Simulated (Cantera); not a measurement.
Input: 1 mol Al(CH₃)₃, 12 mol H₂O, 38 mol H₂, held at 1702 °C and 10.0 Torr.

These are equilibrium values from Cantera (NASA tables, ideal gas, pure condensed phases), not measurements of a reactor. Candidate condensed phases: Al, Al₂O₃, C, C₆H₆, C₇H₈, C₈H₁₈, H₂O; 121 gas species. The feed counts by its element totals alone. Kinetics and transport are ignored.

Base state: H₂ 0.809, H₂O 0.128, CO 0.0501, H 0.0107, CO₂ 0.00176, OH 0.000160 (mole fractions); condensed: Al₂O₃(s).

Task: What changes in the equilibrium state with this change: temperature from 1702 °C to 1075 °C?

Result: 
```tsv
species	before	after
H₂	0.809	0.821
H₂O	0.128	0.127
CO	0.0501	0.0484
H	0.0107	1.82e-5
CO₂	0.00176	0.00381
OH	0.000160	4.52e-8
Al₂O₃(s), mol	0.500	0.500
```

Task: What changes in the equilibrium state with this change: Al(CH₃)₃ replaced by AlCl₃?

Result: 
```csv
species,before,after
H₂,0.809,0.729
H₂O,0.128,0.202
HCl,0,0.0573
CO,0.0501,0
H,0.0107,0.0101
CO₂,0.00176,0
Cl,0,0.000594
OH,0.000160,0.000268
"Al₂O₃(s), mol",0.500,0.500
```
Further candidate phases: AlCl₃.
